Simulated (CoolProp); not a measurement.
A simple Rankine cycle with m-xylene: condensing at 328.15 K, boiler at 2.86 MPa, turbine inlet 604.6 K, turbine efficiency 0.8, pump efficiency 0.8, no recuperator. Each further row changes one setting.

Computed with CoolProp (reference Helmholtz-energy equation of state, Zhou 2012).

| case | thermal efficiency (%) | net work (kJ/kg) | heat in (kJ/kg) | turbine exit temperature (K) | volume ratio over the turbine |
|---|---|---|---|---|---|
| as stated | 22.9 | 182 | 793 | 471.2 | 788 |
| condensing temperature 320.15 K | 23.8 | 192 | 808 | 465.4 | 1140 |
| boiler pressure 2 MPa | 22.1 | 184 | 832 | 491.2 | 421 |
| turbine efficiency 0.7 | 20.0 | 158 | 793 | 483.8 | 809 |
